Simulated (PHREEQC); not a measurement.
## Phosphoric acid bath: speciation

A solution holds 0.0039 mol/kgw H3PO4 and 0.00018 mol/kgw K2HPO4, at 25 °C. Closed to the air; pH follows from the charge balance.

Computed with PHREEQC (ion-association model, phreeqc.dat).

```
Property                       Result
--------------------  ---------------
pH                               2.60
ionic strength        0.00302 mol/kgw
specific conductance       1010 µS/cm
total alkalinity         -3.72 meq/kg
```

```
species  molality  activity   log γ
-------  --------  --------  ------
H2PO4-    0.00302   0.00285  -0.026
H+        0.00266   0.00252  -0.024
H3PO4     0.00106   0.00106   0.000
K+       0.000360  0.000339  -0.026
HPO4-2    8.90e-8   7.02e-8  -0.103
```

Precipitation was switched off in this run. Complexes and solids missing from the database can't appear.
